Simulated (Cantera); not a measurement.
Feed: 1 mol Cu, 1.1 mol CO, equilibrated at 1 atm.

Cantera equilibrium calculation (NASA polynomials, part measured and part estimated; ideal gas, pure solids and liquids). Candidate condensed phases: C, Cu, CuO, Cu2O; 15 gas species. The numbers say what is thermodynamically allowed, not how fast it happens.

Question: Which condensed phases are stable at each of these points (T (K)): 1048, 1098, 1148, 1198, 1248, 1298, 1348, 1398, 1448, 1498, 1548, 1598, 1648, 1698?

Answer: 
```json
[
 {"T (K)": "1048", "condensed phases": "C(graphite) + Cu(s)", "Cu condensed (%)": "100.0"},
 {"T (K)": "1098", "condensed phases": "C(graphite) + Cu(s)", "Cu condensed (%)": "100.0"},
 {"T (K)": "1148", "condensed phases": "C(graphite) + Cu(s)", "Cu condensed (%)": "100.0"},
 {"T (K)": "1198", "condensed phases": "C(graphite) + Cu(s)", "Cu condensed (%)": "100.0"},
 {"T (K)": "1248", "condensed phases": "C(graphite) + Cu(s)", "Cu condensed (%)": "100.0"},
 {"T (K)": "1298", "condensed phases": "C(graphite) + Cu(s)", "Cu condensed (%)": "100.0"},
 {"T (K)": "1348", "condensed phases": "C(graphite) + Cu(s)", "Cu condensed (%)": "100.0"},
 {"T (K)": "1398", "condensed phases": "C(graphite) + Cu(l)", "Cu condensed (%)": "100.0"},
 {"T (K)": "1448", "condensed phases": "C(graphite) + Cu(l)", "Cu condensed (%)": "100.0"},
 {"T (K)": "1498", "condensed phases": "C(graphite) + Cu(l)", "Cu condensed (%)": "100.0"},
 {"T (K)": "1548", "condensed phases": "C(graphite) + Cu(l)", "Cu condensed (%)": "100.0"},
 {"T (K)": "1598", "condensed phases": "C(graphite) + Cu(l)", "Cu condensed (%)": "100.0"},
 {"T (K)": "1648", "condensed phases": "C(graphite) + Cu(l)", "Cu condensed (%)": "100.0"},
 {"T (K)": "1698", "condensed phases": "C(graphite) + Cu(l)", "Cu condensed (%)": "100.0"}
]
```

From 1048 K to 1348 K the condensed part is C(graphite) + Cu(s). From 1398 K to 1698 K the condensed part is C(graphite) + Cu(l).
